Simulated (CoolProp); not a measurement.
Vapour pressure (MPa) of normal hydrogen: the reference equation beside estimates from Tc = 33.1 K, pc = 1.296 MPa, ω = -0.219.

Computed with CoolProp (reference Helmholtz-energy equation of state, Leachman 2009).

```json
[
 {"T (K)": "24.5", "reference": "(withheld)", "van der Waals": "0.3412", "Peng-Robinson": "0.2983"},
 {"T (K)": "25.6", "reference": "0.3635", "van der Waals": "0.4216", "Peng-Robinson": "0.3763"},
 {"T (K)": "26.7", "reference": "0.4515", "van der Waals": "(withheld)", "Peng-Robinson": "0.4669"},
 {"T (K)": "27.8", "reference": "0.5535", "van der Waals": "(withheld)", "Peng-Robinson": "0.5710"},
 {"T (K)": "28.9", "reference": "(withheld)", "van der Waals": "(withheld)", "Peng-Robinson": "0.6894"},
 {"T (K)": "30", "reference": "(withheld)", "van der Waals": "(withheld)", "Peng-Robinson": "0.8231"},
 {"T (K)": "31.1", "reference": "0.9563", "van der Waals": "0.9999", "Peng-Robinson": "0.9728"},
 {"T (K)": "32.2", "reference": "1.129", "van der Waals": "1.154", "Peng-Robinson": "1.139"}
]
```

**Question.** What belongs in the gaps?

**Answer.** 
- 24.5, reference: 0.2883
- 26.7, van der Waals: 0.5131
- 27.8, van der Waals: 0.6163
- 28.9, reference: 0.6706
- 28.9, van der Waals: 0.7316
- 30, reference: 0.8043
- 30, van der Waals: 0.8593

Absolute difference from the reference over all 8 rows, mean and median: van der Waals 10.3 and 10.2 %, Peng-Robinson 2.7 and 3.0 %.
